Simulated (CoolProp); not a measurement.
Vapour-liquid equilibrium of R125 (1) + fluoroethane (R161) (2) at 692 kPa; x and y are mole fractions of (1).

Computed with CoolProp (multi-fluid Helmholtz-energy mixture model, Lemmon 2005 and Wu 2012; pair parameters Bell 2016).

| x | bubble temperature (K) | y at the bubble point | dew temperature at overall composition x (K) | liquid density (mol/L) |
|---|---|---|---|---|
| 0.05 | 287.3 | 0.065 | 287.5 | 14.96 |
| 0.125 | 286.2 | 0.165 | 286.7 | 14.58 |
| 0.2 | 285.0 | 0.264 | 285.8 | 14.21 |
| 0.275 | ? | 0.359 | 284.8 | 13.86 |
| 0.35 | 282.3 | 0.447 | 283.8 | 13.52 |
| 0.425 | ? | 0.528 | 282.7 | 13.19 |
| 0.5 | 279.8 | 0.603 | 281.5 | 12.86 |
| 0.575 | 278.6 | 0.670 | ? | ? |
| 0.65 | 277.6 | ? | 279.0 | 12.24 |
| 0.725 | 276.7 | ? | 277.7 | 11.95 |
| 0.8 | 275.8 | 0.847 | 276.5 | 11.66 |
| 0.875 | 275.1 | 0.902 | 275.4 | 11.39 |
| 0.95 | 274.5 | 0.959 | 274.6 | 11.13 |

Problem. What belongs in the gaps?

Solution. 
- 0.275, bubble temperature (K): 283.6
- 0.425, bubble temperature (K): 281.0
- 0.575, dew temperature at overall composition x (K): 280.2
- 0.575, liquid density (mol/L): 12.55
- 0.65, y at the bubble point: 0.733
- 0.725, y at the bubble point: 0.791

No azeotrope shows between x = 0.05 and 0.95.

The pair parameters rest on a limited set of measurements; away from them the model extrapolates. The gap from Raoult's law changes sign with composition, which may be real or a fault of the pair parameters; it wasn't checked against measurements.
